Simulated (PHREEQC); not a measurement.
Make-up at 25 °C: 0.7 mmol/kgw PbCl2, 37 mmol/kgw NaNO3 and 3.1 mmol/kgw Cu(NO3)2. Closed to the air; pH follows from the charge balance.

Equilibrium calculation in PHREEQC: ion-association model, wateq4f.dat.

No solid was allowed to form.

**Question.** Estimate the pH.

**Answer.** pH 5.08.

**Question.** In which forms is Pb present?

**Answer.** Pb+2 76 %, PbNO3+ 22 %, PbCl+ 1.9 % of the Pb.

Complexes and solids missing from the database can't appear.
